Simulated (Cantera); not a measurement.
Source: NASA polynomial tables (part measured, part estimated), evaluated in Cantera. Values are per mole of reaction as written; species without (g) are pure solids or liquids, kept so even where they would boil at 1 bar.

Q: Between 300 and 2073 K, where is each reaction favourable under standard conditions?
- N2O(g) = 2 N(g) + O(g)
- CO(g) = C + O(g)

A: 
- N2O(g) = 2 N(g) + O(g): ΔG° is 1039 kJ at 300 K and 568 kJ at 2073 K; it stays positive (K < 1). ΔH° is 1127 kJ and ΔS° 270 J/K at 2073 K.
- CO(g) = C + O(g): ΔG° is 369 kJ at 300 K and 409 kJ at 2073 K; it stays positive (K < 1). ΔH° is 375 kJ and ΔS° -16 J/K at 2073 K.
